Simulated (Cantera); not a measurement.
An adiabatic, constant-pressure homogeneous reactor starts with H2 : O2 : N2 = 1 : 1.19 : 4.48 (molar parts), equivalence ratio 0.42, at 1725 K and 30.0 bar. Integrator tolerance rtol = 1e-08.

Computed with Cantera and the H2/O2 subset of GRI-Mech 3.0, which has no nitrogen chemistry. The hydrogen kinetics of GRI-Mech 3.0 are dated; newer H2 mechanisms differ, most at raised pressure. The pressure lies above the range GRI-Mech 3.0 was tuned for (to about 10 atm).

Q: How do the results move with these cheaper or finer settings: rtol 1e-08 to 1e-06; full GRI-Mech 3.0 in place of its H2/O2 subset; rtol 1e-08 to 0.0001?

A: 
| setting | time of steepest temperature rise | temperature at 0.200 s | equilibrium temperature | x(H2) at 0.200 s | integrator steps |
|---|---|---|---|---|---|
| as above | 0.311 µs | 2691 K | 2691 K | 0.00121 | 848 |
| rtol 1e-08 to 1e-06 | 0.311 µs | 2691 K | 2691 K | 0.00121 | 556 |
| full GRI-Mech 3.0 in place of its H2/O2 subset | 0.311 µs | 2655 K | 2655 K | 0.00109 | 1073 |
| rtol 1e-08 to 0.0001 | 0.311 µs | 2691 K | 2691 K | 0.00121 | 321 |
